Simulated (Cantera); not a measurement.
Charge: 1 mol B₂O₃, 31 mol H₂, 0.72 mol N₂, at 1300 K and 15.8 Torr.

Cantera's Mixture.equilibrate('TP', solver="vcs", rtol=1e-11, max_steps=5000) on the NASA tables stopped like this:

```
ERROR: FAILURE its = 5001!

*******************************************************************************
CanteraError thrown by MultiPhase::equilibrate:
VCS solver failed. Return code: -1
*******************************************************************************
```

**Question.** What got this run through?

**Answer.** Several could match; the one computed here: The failure is numerical, not chemical. The same input converged with solver="gibbs", rtol=1e-10, max_steps=50000, and the result passed a check of the equilibrium conditions:
```
T = 1300 K  P = 2100 Pa  gas = 31.72 mol
   x: H2 9.763e-01  N2 2.241e-02  H2O 6.467e-04  HBO2 5.401e-04  HBO 1.060e-04  B2O3 8.865e-06  H 7.543e-06
   condensed (mol): BN(s) 0.01826  B2O3(L) 0.9803
```

The gas is ideal and each condensed phase is pure. N2 is the only nitrogen source here; it is nearly inert below about 1500 K, so the nitride shown seldom forms there in practice. Mutual solubility and eutectic melting of coexisting phases are not modelled.
